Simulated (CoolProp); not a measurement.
A Linde-Hampson liquefier for CF4 (R14): isothermal reversible compression at 300 K from 1 atm to 25 MPa, throttling to 1 atm, return gas leaving the recuperator 2 K below the feed. Each further row changes one setting.

The numbers come from the reference Helmholtz-energy equation of state, Platzer 1990 in CoolProp. This equation is an older, rougher fit; its heat capacities, sound speeds and derivatives of the liquid may be far off and weren't checked against measurements.

```json
[
 {"case": "as stated", "liquid yield per pass": "(withheld)", "compression work (kJ/kg of gas)": "140"},
 {"case": "high pressure 50 MPa", "liquid yield per pass": "(withheld)", "compression work (kJ/kg of gas)": "(withheld)"},
 {"case": "warm-end temperature 330 K", "liquid yield per pass": "0.217", "compression work (kJ/kg of gas)": "160"},
 {"case": "warm-end gap 7 K", "liquid yield per pass": "(withheld)", "compression work (kJ/kg of gas)": "140"}
]
```

Task: Complete the blanks.

Result: 
- as stated, liquid yield per pass: 0.283
- high pressure 50 MPa, liquid yield per pass: 0.284
- high pressure 50 MPa, compression work (kJ/kg of gas): 163
- warm-end gap 7 K, liquid yield per pass: 0.271
